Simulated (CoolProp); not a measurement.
Vapour-liquid equilibrium of dimethyl ether (1) + methanol (2) at 317.1 K; x and y are mole fractions of (1).

The numbers come from the multi-fluid Helmholtz-energy mixture model, Wu 2011 and de Reuck 1993; pair parameters Bell 2016 in CoolProp.

```
x      bubble pressure, mixture model (bar)  bubble pressure, Raoult's law (bar)  y, mixture model  y, Raoult's law
-----  ------------------------------------  -----------------------------------  ----------------  ---------------
0.05                                  1.359                               0.8968             0.694            0.549
0.125                                 2.595                                1.603             0.845            0.768
0.2                                   3.636                                2.310             0.893            0.853
0.275                                 4.502                                3.016             0.917            0.898
0.35                                  5.219                                3.723             0.931            0.926
0.425                                 5.820                                4.429             0.941            0.945
0.5                                   6.338                                5.135             0.948            0.959
0.575                                 6.804                                5.842             0.954            0.969
0.65                                  7.250                                6.548             0.960            0.977
0.725                                 7.704                                7.255             0.966            0.984
0.8                                   8.192                                7.961             0.973            0.989
0.875                                 8.739                                8.668             0.982            0.994
0.95                                  9.369                                9.374             0.992            0.998
```

The largest gap from Raoult's law is +61.9 % in bubble pressure, at x = 0.125. No azeotrope shows between x = 0.05 and 0.95.

Pair parameters are fitted to limited data, so mixtures are less certain than the pure fluids. With so large a gap from Raoult's law the liquid may split in two, which this calculation doesn't test in full.
